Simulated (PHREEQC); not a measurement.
Na2CO3 is added in steps, without added water, to 1 kg of water holding 0.0033 mol/kgw Ag2SO4, 0.083 mol/kgw NaNO3 and 0.0073 mol/kgw Zn(NO3)2, at 25 °C. Oxygen is held at 0.21 atm. The system is closed to CO2. Solids allowed: Zn(OH)2-e, ZnCO3:H2O, Zn4(OH)6SO4, Ag2O, Ag2CO3, Ag2SO4, Mirabilite, Goslarite, Nahcolite, Natron. Others were left out.

Base run: PHREEQC, ion-association model, wateq4f.dat. Each further column changes one thing. The table gives pH.

| Na2CO3 added (mol) | base | Ag2SO4 from 0.0033 to 0.00297 mol/kgw | Zn(NO3)2 from 0.0073 to 0.00365 mol/kgw | NaNO3 from 0.083 to 0.124 mol/kgw | no solid may form |
|---|---|---|---|---|---|
| 0 | 5.77 | 5.77 | 5.92 | 5.79 | 5.77 |
| 0.0147 | 9.07 | 9.10 | 9.55 | 9.05 | 9.33 |
| 0.02695 | 9.58 | 9.59 | 10.10 | 9.52 | 10.42 |
| 0.04165 | 9.96 | 9.96 | 10.34 | 9.90 | ? |
| 0.05635 | 10.13 | 10.14 | 10.47 | 10.08 | ? |
| 0.07105 | 10.24 | 10.25 | 10.56 | 10.20 | 10.88 |
| 0.0833 | 10.31 | 10.31 | 10.61 | 10.27 | ? |
| 0.098 | 10.37 | 10.38 | 10.66 | 10.34 | ? |

Q: Fill in the missing entries.

A: 
- 0.04165, no solid may form: 10.68
- 0.05635, no solid may form: 10.80
- 0.0833, no solid may form: 10.93
- 0.098, no solid may form: 10.97

The database's zinc carbonate complexes are estimates, stronger than later reviews accept. In at least one series the solution becomes supersaturated in solids that the run did not let form, among them Zn(OH)2-e, ZnCO3:H2O, Zn4(OH)6SO4, Ag2O, Ag2CO3.
